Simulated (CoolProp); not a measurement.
trans-2-butene at 298.15 K and 0.177 MPa is compressed adiabatically to 0.526 MPa with isentropic efficiency 0.85. Each further row changes one setting.

Computed with CoolProp (reference Helmholtz-energy equation of state, Lemmon 2005). It is a short technical equation, of lower accuracy than the large ones.

```json
[
 {"case": "as stated", "work (kJ/kg)": "___", "final temperature (K)": "___", "final density (kg/m³)": "___"},
 {"case": "efficiency 1", "work (kJ/kg)": "___", "final temperature (K)": "___", "final density (kg/m³)": "___"},
 {"case": "efficiency 0.65", "work (kJ/kg)": "___", "final temperature (K)": "347.1", "final density (kg/m³)": "___"}
]
```

Task: Fill in the missing entries.

Result: 
- as stated, work (kJ/kg): 55.0
- as stated, final temperature (K): 338.2
- as stated, final density (kg/m³): 11.8
- efficiency 1, work (kJ/kg): 46.8
- efficiency 1, final temperature (K): 333.8
- efficiency 1, final density (kg/m³): 12.0
- efficiency 0.65, work (kJ/kg): 71.9
- efficiency 0.65, final density (kg/m³): 11.4
